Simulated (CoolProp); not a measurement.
A single-stage vapour-compression cycle with R13: evaporating at 212.15 K (dew point), condensing at 252.15 K (bubble point), superheat 10 K, subcooling 2 K, compressor efficiency 0.7, no pressure losses. Each further row changes one setting.

The numbers come from the reference Helmholtz-energy equation of state, Platzer 1990 in CoolProp. This equation is an older, rougher fit; its heat capacities, sound speeds and derivatives of the liquid may be far off and weren't checked against measurements.

```json
[
 {"case": "as stated", "cooling COP": "2.97", "pressure ratio": "4.13", "discharge temperature (K)": "292.2", "refrigerating effect (kJ/kg)": "107", "volumetric capacity (kJ/m³)": "1740"},
 {"case": "evaporating temperature 217.15 K", "cooling COP": "3.56", "pressure ratio": "3.35", "discharge temperature (K)": "287.5", "refrigerating effect (kJ/kg)": "109", "volumetric capacity (kJ/m³)": "2160"},
 {"case": "condensing temperature 247.15 K", "cooling COP": "3.51", "pressure ratio": "3.55", "discharge temperature (K)": "284.4", "refrigerating effect (kJ/kg)": "112", "volumetric capacity (kJ/m³)": "1830"},
 {"case": "subcooling 7 K", "cooling COP": "3.12", "pressure ratio": "4.13", "discharge temperature (K)": "292.2", "refrigerating effect (kJ/kg)": "112", "volumetric capacity (kJ/m³)": "1830"},
 {"case": "superheat 20 K", "cooling COP": "2.97", "pressure ratio": "4.13", "discharge temperature (K)": "303.3", "refrigerating effect (kJ/kg)": "113", "volumetric capacity (kJ/m³)": "1740"},
 {"case": "compressor efficiency 0.6", "cooling COP": "2.55", "pressure ratio": "4.13", "discharge temperature (K)": "300.6", "refrigerating effect (kJ/kg)": "107", "volumetric capacity (kJ/m³)": "1740"}
]
```
